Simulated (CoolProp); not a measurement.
Vapour-liquid equilibrium of R227EA (1) + isobutene (2) at 313.1 K; x and y are mole fractions of (1).

Model: multi-fluid Helmholtz-energy mixture model, Lemmon 2016 and Lemmon 2005; pair parameters Bell 2016, in CoolProp.

```
x     bubble pressure, mixture model (kPa)  bubble pressure, Raoult's law (kPa)  y, mixture model  y, Raoult's law
----  ------------------------------------  -----------------------------------  ----------------  ---------------
0.05                                 531.2                                480.2             0.145            0.073
0.2                                  649.5                                515.1             0.368            0.272
0.35                                 709.5                                550.1             0.482            0.446
0.5                                  741.8                                585.0             0.570            0.600
0.65                                 755.9                                620.0             0.662            0.735
0.8                                  750.3                                654.9             0.776            0.857
0.95                                 718.8                                689.8             0.933            0.966
```

The largest gap from Raoult's law is +29.0 % in bubble pressure, at x = 0.35. y crosses x between x = 0.65 and 0.8: the model has an azeotrope there.

The pair parameters rest on a limited set of measurements; away from them the model extrapolates.
